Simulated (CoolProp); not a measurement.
Vapour-liquid equilibrium of carbon dioxide (1) + ethane (2) at 0.926 MPa; x and y are mole fractions of (1).

The numbers come from the multi-fluid Helmholtz-energy mixture model, Span 1996 and Bücker 2006; pair parameters Kunz 2012 in CoolProp.

| x | bubble temperature (K) | y at the bubble point | dew temperature at overall composition x (K) | liquid density (mol/L) |
|---|---|---|---|---|
| 0.05 | 235.4 | 0.126 | 237.3 | 15.90 |
| 0.15 | 230.7 | 0.304 | 234.7 | 16.58 |
| 0.25 | 227.8 | 0.419 | 232.1 | 17.25 |
| 0.35 | 226.0 | 0.497 | 229.5 | 17.96 |
| 0.45 | 225.1 | 0.552 | 227.0 | 18.75 |
| 0.55 | 224.6 | 0.595 | 225.1 | 19.64 |
| 0.65 | 224.6 | 0.634 | 224.6 | 20.69 |
| 0.75 | 224.9 | 0.678 | 225.9 | 21.90 |
| 0.85 | 225.8 | 0.744 | 227.8 | 23.29 |
| 0.95 | 228.4 | 0.876 | 229.9 | 24.81 |

y crosses x between x = 0.55 and 0.65: the model has an azeotrope there.

The pair parameters rest on a limited set of measurements; away from them the model extrapolates.
